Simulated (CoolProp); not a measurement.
Computed with CoolProp (reference Helmholtz-energy equation of state, Lemmon 2000). It is a pseudo-pure fit of the blend.

For dry air, give the phase and the Joule-Thomson coefficient (K/MPa), conductivity (mW/(m K)) at 217 K and 101 kPa; 312.8 K and 101 kPa.


- 217 K and 101 kPa: gas; Joule-Thomson coefficient 4.20, conductivity 19.9
- 312.8 K and 101 kPa: gas; Joule-Thomson coefficient 2.06, conductivity 27.3

Thermal conductivity comes from a separate model (Lemmon 2004).
